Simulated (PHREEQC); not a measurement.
Synthetic water in mg/L, 60 °C, pH 7.51, pe 9.6: Na 11300; K 2980; Ca 700; Mg 568; Cl 22300; S(6) as SO4 1490; Alkalinity as HCO3 21.6; N(5) as NO3 187.

Valence states are taken as typed.

Computed with PHREEQC (ion-association model, phreeqc.dat).

No solid was allowed to form.

### Question
Estimate the activity of water, density.

### Answer
activity of water 0.978; density 1.011 g/cm³.

### Question
In which forms is C present?

### Answer
HCO3- 72 %, NaHCO3 6.7 %, MgHCO3+ 6.6 %, NaCO3- 4.8 %, CaHCO3+ 4.6 %, CO2 2.5 % of the C.

Caution: at this ionic strength the ion-association model is outside its range; a Pitzer model would be the better tool where its parameters exist. Complexes and solids missing from the database can't appear. At this temperature some constants are extrapolated from 25 °C, and those without enthalpy data are left unchanged.
